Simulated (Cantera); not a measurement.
A closed system holds: 1 mol Ti, 0.0091 mol O₂, 4.5 mol H₂, held at 0.320 bar.

Method: chemical equilibrium by Gibbs-energy minimisation in Cantera with the NASA 1993 tables (ideal gas, pure condensed phases). Candidate condensed phases: H₂O, Ti, TiO, TiO₂, Ti₂O₃, Ti₃O₅, Ti₄O₇; 12 gas species. Mutual solubility and eutectic melting of coexisting phases are not modelled. TiO: taken at fixed stoichiometry. Condensed phases not in the tables: N, O or C dissolved in the metal. Kinetics and transport are ignored.

x: gas mole fraction; n: condensed amount in mol.

```csv
T (K),x H₂,x H,x Ti,x H₂O,n Ti(α),n TiO(s),n Ti(β)
1000,1.00,4.01e-9,<1e-12,<1e-12,0.982,0.0182,0
1100,1.00,4.57e-8,<1e-12,(withheld),0.982,0.0182,0
1200,1.00,3.49e-7,<1e-12,(withheld),0,0.0182,0.982
1300,1.000,1.96e-6,1.15e-11,(withheld),0,0.0182,0.982
1400,1.000,8.60e-6,2.41e-10,(withheld),0,0.0182,0.982
1500,1.000,3.11e-5,3.36e-9,(withheld),0,0.0182,0.982
1600,1.000,9.61e-5,3.36e-8,(withheld),0,0.0182,0.982
```

Task: Fill in the missing entries.

Result: 
- 1100, x H₂O: 1.32e-12
- 1200, x H₂O: 1.86e-11
- 1300, x H₂O: 1.73e-10
- 1400, x H₂O: 1.13e-9
- 1500, x H₂O: 5.69e-9
- 1600, x H₂O: 2.32e-8
